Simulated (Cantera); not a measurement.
Cantera run, input and output.

```python
import numpy as np
import cantera as ct

gas = ct.Solution("gri30.yaml")
gas.TPX = 1750, 600000, {'CH4': 1, 'C2H6': 0.28, 'C3H8': 0.71, 'O2': 17.6, 'N2': 66.4}
reactor = ct.IdealGasConstPressureReactor(gas, energy="on", clone=False)
net = ct.ReactorNet([reactor])
net.rtol, net.atol = 1e-08, 1e-16
show = ['CH4', 'C2H6', 'C3H8', 'C2H', 'O2']
times = np.geomspace(4e-06, 0.6, 11)

steps = ct.SolutionArray(gas, extra=["t"])
rows = []
print(f"{'t/s':>10s}{'T/K':>9s}{'P/Pa':>11s}" + "".join(f"{s:>11s}" for s in show))
for t in times:
    while net.time < t:
        t_next = net.step()
        steps.append(gas.state, t=t_next)
    rows.append([np.interp(t, steps.t, y) for y in (steps.T, steps.P, *steps(*show).X.T)])
    print(f"{t:10.3e}{rows[-1][0]:9.1f}{rows[-1][1]:11.4g}" + "".join(f"{x:11.3e}" for x in rows[-1][2:]))
rate = np.gradient(steps.T, steps.t)
print("integrator steps:", len(steps.t))
if steps.T.max() > steps.T[0] + 200:
    print(f"time of steepest temperature rise: {steps.t[rate.argmax()]:.4e} s")
gas.TPX = 1750, 600000, {'CH4': 1, 'C2H6': 0.28, 'C3H8': 0.71, 'O2': 17.6, 'N2': 66.4}
gas.equilibrate("HP")
print(f"equilibrium (HP): T = {gas.T:.1f} K  " + "  ".join(f"{s} {gas[s].X[0]:.3e}" for s in show))
```

Output:

```
       t/s      T/K       P/Pa        CH4       C2H6       C3H8        C2H         O2
 4.000e-06   1878.6      6e+05  6.634e-03  3.705e-04  2.536e-04  7.304e-07  1.791e-01
 1.317e-05   2333.8      6e+05  7.617e-16  8.021e-29  7.433e-42  9.901e-20  1.249e-01
 4.338e-05   2478.6      6e+05  4.742e-18  3.989e-29  6.232e-40  1.943e-22  1.253e-01
 1.429e-04   2492.7      6e+05  1.992e-19  1.085e-35 -7.086e-44  1.551e-24  1.253e-01
 4.704e-04   2491.1      6e+05  1.640e-19  2.653e-36 -1.451e-49  3.684e-25  1.249e-01
 1.549e-03   2486.4      6e+05  1.556e-19  2.414e-36 -4.706e-50  3.276e-25  1.237e-01
 5.102e-03   2475.6      6e+05  1.375e-19  1.933e-36  7.210e-53  2.493e-25  1.209e-01
 1.680e-02   2464.9      6e+05  1.212e-19  1.538e-36  5.171e-53  1.889e-25  1.182e-01
 5.533e-02   2463.4      6e+05  1.190e-19  1.489e-36  4.931e-53  1.816e-25  1.178e-01
 1.822e-01   2463.4      6e+05  1.190e-19  1.489e-36  4.931e-53  1.816e-25  1.178e-01
 6.000e-01   2463.4      6e+05  1.190e-19  1.489e-36  4.931e-53  1.816e-25  1.178e-01
integrator steps: 1523
time of steepest temperature rise: 4.9170e-06 s
equilibrium (HP): T = 2463.4 K  CH4 1.797e-19  C2H6 2.784e-36  C3H8 9.669e-53  C2H 1.996e-25  O2 1.178e-01
```

Model: GRI-Mech 3.0 (53 species, 325 reactions), integrated in Cantera. GRI-Mech 3.0 was tuned for natural gas; its chemistry of propane as a main component is partial and can be far from experiment.
